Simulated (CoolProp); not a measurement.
A simple Rankine cycle with isobutene: condensing at 326.15 K, boiler at 2.09 MPa, turbine inlet 382.2 K, turbine efficiency 0.75, pump efficiency 0.8, no recuperator. Each further row changes one setting.

Model: reference Helmholtz-energy equation of state, Lemmon 2005, in CoolProp. It is a short technical equation, of lower accuracy than the large ones.

| case | thermal efficiency (%) | net work (kJ/kg) | heat in (kJ/kg) | turbine exit temperature (K) | volume ratio over the turbine |
|---|---|---|---|---|---|
| as stated | 8.5 | 32.4 | 383 | 339.4 | 3.67 |
| turbine inlet 402.2 K | 8.5 | 37.1 | 436 | 363.6 | 3.46 |
| condensing temperature 318.15 K | 9.6 | 38.8 | 403 | 333.6 | 4.52 |
| boiler pressure 1.46 MPa | 6.3 | 25.7 | 411 | 356.8 | 2.32 |
| turbine efficiency 0.65 | 7.2 | 27.7 | 383 | 341.8 | 3.71 |
